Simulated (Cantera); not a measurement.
**Equilibrium for iron carbonyl, mercury and lead vapours: Hg + O2 + H2**

Charge: 1 mol Hg, 0.31 mol O2, a varied amount of H2, held at 1023 K and 6.70 bar.

These are equilibrium values from Cantera (NASA tables, ideal gas, pure condensed phases), not measurements of a reactor. Candidate condensed phases: H2O, Hg, HgO; 10 gas species. Equilibrium is a limit: real reactors are often held back by kinetics, nucleation or transport.

From 2.8 mol H2 to 97 mol H2 nothing is condensed. The main Hg-bearing gas is Hg throughout.

```csv
n(H2) (mol),x H2,x Hg,x H2O,x H
2.8,0.574,0.263,0.163,1.21e-9
4.2,0.688,0.192,0.119,1.33e-9
6.2,0.775,0.139,0.0861,1.41e-9
9.2,0.841,0.0980,0.0608,1.47e-9
14,0.892,0.0667,0.0413,1.51e-9
20,0.923,0.0476,0.0295,1.54e-9
30,0.948,0.0323,0.0200,1.56e-9
44,0.964,0.0222,0.0138,1.57e-9
65,0.975,0.0152,0.00939,1.58e-9
97,0.983,0.0102,0.00633,1.59e-9
```
x: gas mole fraction; nothing condenses.
